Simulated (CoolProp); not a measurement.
Values from CoolProp's reference Helmholtz-energy equation of state, Thol 2018.

Problem. For hydrogen chloride, give the phase and the cp (kJ/(kg K)), fugacity coefficient at 207.4 K and 308 kPa; 234.8 K and 308 kPa; 245.8 K and 308 kPa.

Solution. 
- 207.4 K and 308 kPa: liquid; cp 1.68, fugacity coefficient 0.830
- 234.8 K and 308 kPa: gas; cp 0.896, fugacity coefficient 0.960
- 245.8 K and 308 kPa: gas; cp 0.878, fugacity coefficient 0.966
